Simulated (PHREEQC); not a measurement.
## Metal-bearing waste water (model solution)

Solution (25 °C): 0.049 mol/kgw Pb(NO3)2, 0.00016 mol/kgw MgSO4, 0.0021 mol/kgw HCl and 0.0036 mol/kgw Na2SO4. Closed to the air; pH follows from the charge balance.

Equilibrium calculation in PHREEQC: ion-association model, wateq4f.dat.

Precipitation was switched off in this run.

**Question.** Estimate the pH, ionic strength.

**Answer.** pH 2.78; ionic strength 0.122 mol/kgw.

**Question.** In which forms is Cl present?

**Answer.** Cl- 69 %, PbCl+ 31 % of the Cl.

The solution is supersaturated, for example in Anglesite, so a real one may precipitate; this is no full list.
